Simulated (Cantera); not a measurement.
Charge: 1 mol Si₂H₆, 0.63 mol N₂O, 0.31 mol H₂, at 10000 Pa.

Cantera equilibrium calculation (NASA polynomials, part measured and part estimated; ideal gas, pure solids and liquids). Candidate condensed phases: H₂O, Si, SiO₂, Si₂N₂O, Si₃N₄; 35 gas species. The feed counts by its element totals alone. Mutual solubility and eutectic melting of coexisting phases are not modelled. Gases not in the tables: Si₂H₆ and higher silanes. Equilibrium is a limit: real reactors are often held back by kinetics, nucleation or transport.

### Question
Which condensed phases are stable at each of these points (T (°C)): 375, 525, 675, 825, 975, 1125, 1275, 1425, 1575, 1725, 1875?

### Answer
```tsv
T (°C)	condensed phases	Si condensed (%)
375	Si(s) + Si₂N₂O(s)	100.0
525	Si(s) + Si₂N₂O(s)	100.0
675	Si(s) + Si₂N₂O(s)	100.0
825	Si(s) + Si₂N₂O(s)	100.0
975	Si(s) + Si₂N₂O(s)	100.0
1125	Si(s) + Si₂N₂O(s)	100.0
1275	Si(s) + Si₂N₂O(s)	100.0
1425	Si(l) + Si₂N₂O(s)	99.5
1575	Si(l) + Si₂N₂O(s)	93.6
1725	Si(l)	68.4
1875	Si(l)	67.8
```

From 375 °C to 1275 °C the condensed part is Si(s) + Si₂N₂O(s). From 1425 °C to 1575 °C the condensed part is Si(l) + Si₂N₂O(s). From 1725 °C to 1875 °C the condensed part is Si(l).
